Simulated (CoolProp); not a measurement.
Ethanol along the isotherm 572.1 K: fugacity coefficient from the reference equation and from simpler models built on Tc = 514.7 K, pc = 62.68 bar, ω = 0.644; each cubic takes its own stable root.

Values from CoolProp's reference Helmholtz-energy equation of state, Schroeder 2014.

```
p (bar)          phase  reference  Soave-Redlich-Kwong  Peng-Robinson
-------  -------------  ---------  -------------------  -------------
41.8               gas     0.8826               0.8617         0.8431
83.6     supercritical     0.7639               0.7361         0.7068
125      supercritical     0.6426               0.6305         0.5970
167      supercritical     0.5449               0.5546         0.5192
209      supercritical     0.4810               0.5054         0.4682
251      supercritical     0.4381               0.4731         0.4340
293      supercritical     0.4084               0.4517         0.4104
334      supercritical     0.3876               0.4379         0.3944
376      supercritical     0.3723               0.4291         0.3829
418      supercritical     0.3613               0.4242         0.3753
460      supercritical     0.3536               0.4224         0.3705
501      supercritical     0.3485               0.4231         0.3681
543      supercritical     0.3453               0.4258         0.3675
585      supercritical     0.3438               0.4305         0.3685
627      supercritical     0.3438               0.4367         0.3709
```
